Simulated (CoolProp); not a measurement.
Vapour-liquid equilibrium of hydrogen sulfide (1) + n-butane (2) at 0.188 MPa; x and y are mole fractions of (1).

The numbers come from the multi-fluid Helmholtz-energy mixture model, Lemmon 2006 and Bücker 2006; pair parameters Kunz 2012 in CoolProp.

```csv
x,"bubble temperature, mixture model (K)","bubble temperature, Raoult's law (K)","y, mixture model","y, Raoult's law"
0.05,271.0,279.8,0.503,0.333
0.125,253.3,268.5,0.774,0.598
0.2,243.9,260.3,0.863,0.738
0.275,238.5,253.9,0.901,0.820
0.35,235.2,248.8,0.921,0.872
0.425,233.2,244.6,0.933,0.908
0.5,231.8,241.0,0.940,0.933
0.575,230.8,237.9,0.946,0.951
0.65,229.9,235.2,0.951,0.965
0.725,229.2,232.8,0.957,0.976
0.8,228.4,230.7,0.963,0.984
0.875,227.6,228.7,0.972,0.991
0.95,226.6,227.0,0.986,0.997
```

The largest gap from Raoult's law is -16.4 K in bubble temperature, at x = 0.2. No azeotrope shows between x = 0.05 and 0.95.

Pair parameters are fitted to limited data, so mixtures are less certain than the pure fluids. With so large a gap from Raoult's law the liquid may split in two, which this calculation doesn't test in full.
